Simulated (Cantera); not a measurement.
What does this Cantera script print?

```python
import numpy as np
import cantera as ct

gas = ct.Solution("h2o2.yaml")
gas.TPX = 1350, 100000, {'H2': 1.8, 'O2': 1, 'N2': 18, 'H2O': 0.046}
reactor = ct.IdealGasConstPressureReactor(gas, energy="off", clone=False)
net = ct.ReactorNet([reactor])
net.rtol, net.atol = 1e-08, 1e-18
show = ['H2', 'O2', 'H', 'H2O2', 'HO2', 'O']
times = np.geomspace(5e-06, 2, 14)

steps = ct.SolutionArray(gas, extra=["t"])
rows = []
print(f"{'t/s':>10s}{'T/K':>9s}{'P/Pa':>11s}" + "".join(f"{s:>11s}" for s in show))
for t in times:
    while net.time < t:
        t_next = net.step()
        steps.append(gas.state, t=t_next)
    rows.append([np.interp(t, steps.t, y) for y in (steps.T, steps.P, *steps(*show).X.T)])
    print(f"{t:10.3e}{rows[-1][0]:9.1f}{rows[-1][1]:11.4g}" + "".join(f"{x:11.3e}" for x in rows[-1][2:]))
rate = np.gradient(steps.T, steps.t)
print("integrator steps:", len(steps.t))
if steps.T.max() > steps.T[0] + 200:
    print(f"time of steepest temperature rise: {steps.t[rate.argmax()]:.4e} s")
gas.TPX = 1350, 100000, {'H2': 1.8, 'O2': 1, 'N2': 18, 'H2O': 0.046}
gas.equilibrate("TP")
print(f"equilibrium (TP): T = {gas.T:.1f} K  " + "  ".join(f"{s} {gas[s].X[0]:.3e}" for s in show))
```

It prints:

```
       t/s      T/K       P/Pa         H2         O2          H       H2O2        HO2          O
 5.000e-06   1350.0      1e+05  8.635e-02  4.797e-02  2.462e-08  7.296e-11  1.835e-08  3.278e-09
 1.349e-05   1350.0      1e+05  8.635e-02  4.797e-02  2.113e-07  5.265e-10  5.852e-08  3.169e-08
 3.638e-05   1350.0      1e+05  8.629e-02  4.795e-02  2.922e-05  1.533e-08  1.889e-06  4.449e-06
 9.812e-05   1350.0      1e+05  1.354e-02  1.509e-02  2.713e-02  1.279e-06  7.950e-06  5.349e-03
 2.647e-04   1350.0      1e+05  6.544e-03  8.767e-03  6.151e-03  1.181e-06  5.110e-06  1.318e-03
 7.139e-04   1350.0      1e+05  2.346e-03  6.103e-03  9.879e-04  7.663e-07  3.396e-06  2.961e-04
 1.925e-03   1350.0      1e+05  5.943e-04  5.229e-03  1.087e-04  3.347e-07  2.068e-06  5.967e-05
 5.194e-03   1350.0      1e+05  1.120e-04  5.034e-03  8.583e-06  1.005e-07  7.423e-07  1.041e-05
 1.401e-02   1350.0      1e+05  1.952e-05  5.008e-03  6.599e-07  2.523e-08  1.609e-07  1.903e-06
 3.778e-02   1350.0      1e+05  4.066e-06  5.009e-03  6.806e-08  6.687e-09  3.452e-08  4.358e-07
 1.019e-01   1350.0      1e+05  1.130e-06  5.010e-03  1.054e-08  2.110e-09  9.758e-09  1.289e-07
 2.749e-01   1350.0      1e+05  4.372e-07  5.011e-03  2.595e-09  8.541e-10  4.495e-09  5.041e-08
 7.415e-01   1350.0      1e+05  2.815e-07  5.012e-03  1.336e-09  5.462e-10  3.525e-09  3.167e-08
 2.000e+00   1350.0      1e+05  2.686e-07  5.012e-03  1.244e-09  5.198e-10  3.454e-09  3.007e-08
integrator steps: 1883
equilibrium (TP): T = 1350.0 K  H2 2.686e-07  O2 5.012e-03  H 1.243e-09  H2O2 5.197e-10  HO2 3.454e-09  O 3.007e-08
```

Model: the H2/O2 subset of GRI-Mech 3.0, which has no nitrogen chemistry, integrated in Cantera. The temperature is held fixed by assumption; the heat of reaction is taken as removed at once.
